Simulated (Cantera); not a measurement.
A freely propagating, adiabatic, planar premixed flame of H2 : O2 : N2 = 1 : 0.588 : 2.24 (molar parts), equivalence ratio 0.85, unburnt at 575 K and 100.0 Torr; mixture-averaged transport, grid criteria slope 0.08 and curve 0.16, no radiation.

Cantera simulation using the H2/O2 subset of GRI-Mech 3.0, which has no nitrogen chemistry; the numbers are that mechanism's predictions, not measurements. Burning velocities carry a grid error of a few per cent, more on coarse grids.

### Question
Predict: laminar burning velocity; thermal thickness; peak x(H2O2); peak x(HO2); peak x(H).

### Answer
```json
{
 "laminar_burning_velocity": "498 cm/s",
 "thermal_thickness": "6.42 mm",
 "peak x(H2O2)": "1.41e-6",
 "peak x(HO2)": "5.69e-5",
 "peak x(H)": "0.0728"
}
```
